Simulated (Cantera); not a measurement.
## Equilibrium for roasting and sulfation: FeS + SO₂ + O₂ + SO₃

Feed: 1 mol FeS, 0.19 mol SO₂, a varied amount of O₂, 0.46 mol SO₃, at 502 °C and 7.50 Torr.

Method: chemical equilibrium by Gibbs-energy minimisation in Cantera with the NASA 1993 tables (ideal gas, pure condensed phases). Candidate condensed phases: Fe, FeO, FeS, FeSO₄, FeS₂, Fe₂O₃, Fe₂(SO₄)₃, Fe₃O₄, S; 12 gas species. Gases not in the tables: S₃ to S₇. The numbers say what is thermodynamically allowed, not how fast it happens.

From 0.56 mol O₂ to 1.2 mol O₂ the condensed part is FeS₂(s) + Fe₃O₄(s). At 1.5 mol O₂ the condensed part is Fe₂O₃(s) + Fe₃O₄(s). At 2 mol O₂ the condensed part is Fe₂O₃(s) + Fe₂(SO₄)₃(s). From 2.6 mol O₂ to 4.2 mol O₂ the condensed part is Fe₂(SO₄)₃(s). From 5.4 mol O₂ to 9 mol O₂ the condensed part is Fe₂O₃(s) + Fe₂(SO₄)₃(s).

```json
[
 {"n(O₂) (mol)": "0.56", "x SO₂": "0.991", "x O₂": "<1e-12", "x SO₃": "3.04e-9", "x S₂": "0.00801", "x S₂O": "0.000563", "x SO": "8.87e-7", "n FeS₂(s)": "0.322", "n Fe₃O₄(s)": "0.226", "n Fe₂O₃(s)": "0", "n Fe₂(SO₄)₃(s)": "0"},
 {"n(O₂) (mol)": "0.72", "x SO₂": "0.991", "x O₂": "<1e-12", "x SO₃": "3.04e-9", "x S₂": "0.00801", "x S₂O": "0.000563", "x SO": "8.87e-7", "n FeS₂(s)": "0.262", "n Fe₃O₄(s)": "0.246", "n Fe₂O₃(s)": "0", "n Fe₂(SO₄)₃(s)": "0"},
 {"n(O₂) (mol)": "0.93", "x SO₂": "0.991", "x O₂": "<1e-12", "x SO₃": "3.04e-9", "x S₂": "0.00801", "x S₂O": "0.000563", "x SO": "8.87e-7", "n FeS₂(s)": "0.182", "n Fe₃O₄(s)": "0.273", "n Fe₂O₃(s)": "0", "n Fe₂(SO₄)₃(s)": "0"},
 {"n(O₂) (mol)": "1.2", "x SO₂": "0.991", "x O₂": "<1e-12", "x SO₃": "3.04e-9", "x S₂": "0.00801", "x S₂O": "0.000563", "x SO": "8.87e-7", "n FeS₂(s)": "0.0794", "n Fe₃O₄(s)": "0.307", "n Fe₂O₃(s)": "0", "n Fe₂(SO₄)₃(s)": "0"},
 {"n(O₂) (mol)": "1.5", "x SO₂": "1.00", "x O₂": "<1e-12", "x SO₃": "6.56e-8", "x S₂": "3.89e-8", "x S₂O": "5.85e-8", "x SO": "4.18e-8", "n FeS₂(s)": "0", "n Fe₃O₄(s)": "0.0800", "n Fe₂O₃(s)": "0.380", "n Fe₂(SO₄)₃(s)": "0"},
 {"n(O₂) (mol)": "2", "x SO₂": "0.952", "x O₂": "8.12e-5", "x SO₃": "0.0477", "x S₂": "<1e-12", "x S₂O": "<1e-12", "x SO": "<1e-12", "n FeS₂(s)": "0", "n Fe₃O₄(s)": "0", "n Fe₂O₃(s)": "0.192", "n Fe₂(SO₄)₃(s)": "0.308"},
 {"n(O₂) (mol)": "2.6", "x SO₂": "0.0657", "x O₂": "0.642", "x SO₃": "0.292", "x S₂": "<1e-12", "x S₂O": "<1e-12", "x SO": "<1e-12", "n FeS₂(s)": "0", "n Fe₃O₄(s)": "0", "n Fe₂O₃(s)": "0", "n Fe₂(SO₄)₃(s)": "0.500"},
 {"n(O₂) (mol)": "3.3", "x SO₂": "0.0218", "x O₂": "0.866", "x SO₃": "0.112", "x S₂": "<1e-12", "x S₂O": "<1e-12", "x SO": "<1e-12", "n FeS₂(s)": "0", "n Fe₃O₄(s)": "0", "n Fe₂O₃(s)": "0", "n Fe₂(SO₄)₃(s)": "0.500"},
 {"n(O₂) (mol)": "4.2", "x SO₂": "0.0117", "x O₂": "0.926", "x SO₃": "0.0626", "x S₂": "<1e-12", "x S₂O": "<1e-12", "x SO": "<1e-12", "n FeS₂(s)": "0", "n Fe₃O₄(s)": "0", "n Fe₂O₃(s)": "0", "n Fe₂(SO₄)₃(s)": "0.500"},
 {"n(O₂) (mol)": "5.4", "x SO₂": "0.00884", "x O₂": "0.943", "x SO₃": "0.0477", "x S₂": "<1e-12", "x S₂O": "<1e-12", "x SO": "<1e-12", "n FeS₂(s)": "0", "n Fe₃O₄(s)": "0", "n Fe₂O₃(s)": "0.0113", "n Fe₂(SO₄)₃(s)": "0.489"},
 {"n(O₂) (mol)": "7", "x SO₂": "0.00884", "x O₂": "0.943", "x SO₃": "0.0477", "x S₂": "<1e-12", "x S₂O": "<1e-12", "x SO": "<1e-12", "n FeS₂(s)": "0", "n Fe₃O₄(s)": "0", "n Fe₂O₃(s)": "0.0434", "n Fe₂(SO₄)₃(s)": "0.457"},
 {"n(O₂) (mol)": "9", "x SO₂": "0.00884", "x O₂": "0.943", "x SO₃": "0.0477", "x S₂": "<1e-12", "x S₂O": "<1e-12", "x SO": "<1e-12", "n FeS₂(s)": "0", "n Fe₃O₄(s)": "0", "n Fe₂O₃(s)": "0.0835", "n Fe₂(SO₄)₃(s)": "0.417"}
]
```
x: gas mole fraction; n: condensed amount in mol.
